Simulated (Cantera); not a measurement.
Feed: 1 mol Fe, 0.15 mol O2, 3.8 mol N2, held at 7.50 Torr.

Equilibrium computed with Cantera from the NASA thermochemical tables; the gas is ideal and each condensed phase is pure. Candidate condensed phases: Fe, FeO, Fe2O3, Fe3O4; 11 gas species. Each liquid is taken as pure. Mutual solubility and eutectic melting of coexisting phases are not modelled. The tables' stoichiometric FeO is somewhat more stable than real wüstite, so its field is too wide. FeO: taken at fixed stoichiometry. The numbers say what is thermodynamically allowed, not how fast it happens.

What share of the Fe ends up in condensed phases as a function of T (K), at 1723, 1748, 1773, 1798, 1823, 1848, 1873, 1898, 1923, 1948, 1973?


```json
[
 {"T (K)": "1723", "Fe condensed (%)": "99.7", "as": "Fe(δ) + FeO(l)"},
 {"T (K)": "1748", "Fe condensed (%)": "99.5", "as": "Fe(δ) + FeO(l)"},
 {"T (K)": "1773", "Fe condensed (%)": "99.2", "as": "Fe(δ) + FeO(l)"},
 {"T (K)": "1798", "Fe condensed (%)": "98.9", "as": "Fe(δ) + FeO(l)"},
 {"T (K)": "1823", "Fe condensed (%)": "98.4", "as": "Fe(l) + FeO(l)"},
 {"T (K)": "1848", "Fe condensed (%)": "97.8", "as": "Fe(l) + FeO(l)"},
 {"T (K)": "1873", "Fe condensed (%)": "97.0", "as": "Fe(l) + FeO(l)"},
 {"T (K)": "1898", "Fe condensed (%)": "95.8", "as": "Fe(l) + FeO(l)"},
 {"T (K)": "1923", "Fe condensed (%)": "94.2", "as": "Fe(l) + FeO(l)"},
 {"T (K)": "1948", "Fe condensed (%)": "92.2", "as": "Fe(l) + FeO(l)"},
 {"T (K)": "1973", "Fe condensed (%)": "89.4", "as": "Fe(l) + FeO(l)"}
]
```
